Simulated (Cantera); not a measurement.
Feed: 1 mol CH₃F, 0.018 mol Si, at 0.000100 bar.

These are equilibrium values from Cantera (NASA tables, ideal gas, pure condensed phases), not measurements of a reactor. Candidate condensed phases: C, C₆H₆, C₇H₈, C₈H₁₈, Si, SiC; 113 gas species. The tables' values for SiF are old estimates; treat these amounts as uncertain. Rates play no part. All values below are at 3223 K.

Base state: H 0.601, F 0.189, C 0.179, HF 0.0141, C₂ 0.00725, Si 0.00360, C₃ 0.00335, CF 0.00165 (mole fractions); condensed: gas only.

### Question
What changes in the equilibrium state with this change: CH₃F replaced by c-C₄F₈?

### Answer
```json
[
 {"species": "F", "before": "0.189", "after": "0.689"},
 {"species": "C", "before": "0.179", "after": "0.272"},
 {"species": "C₂", "before": "0.00725", "after": "0.0167"},
 {"species": "H", "before": "0.601", "after": "0"},
 {"species": "HF", "before": "0.0141", "after": "0"},
 {"species": "C₃", "before": "0.00335", "after": "0.0117"},
 {"species": "Si", "before": "0.00360", "after": "0.00142"},
 {"species": "H₂", "before": "0.000404", "after": "0"},
 {"species": "C₂H", "before": "3.80e-5", "after": "0"},
 {"species": "CH", "before": "1.15e-5", "after": "0"},
 {"species": "CF", "before": "0.00165", "after": "0.00911"}
]
```
The feed counts by its element totals alone. The tables' values for SiF, SiF₂ are old estimates; treat these amounts as uncertain.
